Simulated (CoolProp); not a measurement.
Vapour-liquid equilibrium of ethane (1) + propane (2) at 12.4 bar; x and y are mole fractions of (1).

The numbers come from the multi-fluid Helmholtz-energy mixture model, Bücker 2006 and Lemmon 2009; pair parameters Kunz 2012 in CoolProp.

**Question.** Give the bubble temperature and the first vapour's composition at x = 0.05, 0.5, 0.8. Is there an azeotrope?

**Answer.** x = 0.05: 30.9 °C, y = 0.130; x = 0.5: -2.2 °C, y = 0.777; x = 0.8: -17.1 °C, y = 0.941. No azeotrope shows between x = 0.05 and 0.95.

Pair parameters are fitted to limited data, so mixtures are less certain than the pure fluids.
